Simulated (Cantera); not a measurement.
Input (Python, Cantera):

```python
import numpy as np
import cantera as ct

gas = ct.Solution("h2o2.yaml")
gas.TPX = 1048, 600, {'H2': 0.1, 'O2': 1}
reactor = ct.IdealGasConstPressureReactor(gas, energy="off", clone=False)
net = ct.ReactorNet([reactor])
net.rtol, net.atol = 1e-08, 1e-18
show = ['H2', 'O2', 'OH', 'H2O', 'H']
times = np.geomspace(0.0005, 3, 10)

steps = ct.SolutionArray(gas, extra=["t"])
rows = []
print(f"{'t/s':>10s}{'T/K':>9s}{'P/Pa':>11s}" + "".join(f"{s:>11s}" for s in show))
for t in times:
    while net.time < t:
        t_next = net.step()
        steps.append(gas.state, t=t_next)
    rows.append([np.interp(t, steps.t, y) for y in (steps.T, steps.P, *steps(*show).X.T)])
    print(f"{t:10.3e}{rows[-1][0]:9.1f}{rows[-1][1]:11.4g}" + "".join(f"{x:11.3e}" for x in rows[-1][2:]))
rate = np.gradient(steps.T, steps.t)
print("integrator steps:", len(steps.t))
if steps.T.max() > steps.T[0] + 200:
    print(f"time of steepest temperature rise: {steps.t[rate.argmax()]:.4e} s")
gas.TPX = 1048, 600, {'H2': 0.1, 'O2': 1}
gas.equilibrate("TP")
print(f"equilibrium (TP): T = {gas.T:.1f} K  " + "  ".join(f"{s} {gas[s].X[0]:.3e}" for s in show))
```

Result:

```
       t/s      T/K       P/Pa         H2         O2         OH        H2O          H
 5.000e-04   1048.0        600  9.091e-02  9.091e-01  2.753e-10  4.869e-10  6.349e-10
 1.315e-03   1048.0        600  9.091e-02  9.091e-01  2.739e-09  9.222e-09  5.355e-09
 3.456e-03   1048.0        600  9.091e-02  9.091e-01  4.765e-07  1.887e-06  9.124e-07
 9.086e-03   1048.0        600  2.200e-02  8.694e-01  5.456e-03  5.247e-02  2.758e-02
 2.389e-02   1048.0        600  2.025e-03  8.629e-01  2.907e-03  7.885e-02  1.948e-02
 6.280e-02   1048.0        600  1.167e-03  8.828e-01  2.206e-03  8.746e-02  7.902e-03
 1.651e-01   1048.0        600  3.370e-04  8.988e-01  1.170e-03  9.336e-02  1.159e-03
 4.340e-01   1048.0        600  5.263e-05  9.037e-01  4.599e-04  9.486e-02  7.106e-05
 1.141e+00   1048.0        600  7.421e-06  9.046e-01  1.751e-04  9.513e-02  3.904e-06
 3.000e+00   1048.0        600  1.287e-06  9.047e-01  7.414e-05  9.520e-02  2.949e-07
integrator steps: 1550
equilibrium (TP): T = 1048.0 K  H2 4.458e-10  O2 9.048e-01  OH 1.426e-06  H2O 9.524e-02  H 2.120e-12
```

Model: the H2/O2 subset of GRI-Mech 3.0, which has no nitrogen chemistry, integrated in Cantera. Radical loss at walls, strong at low pressure, is not modelled. The temperature is held fixed by assumption; the heat of reaction is taken as removed at once.
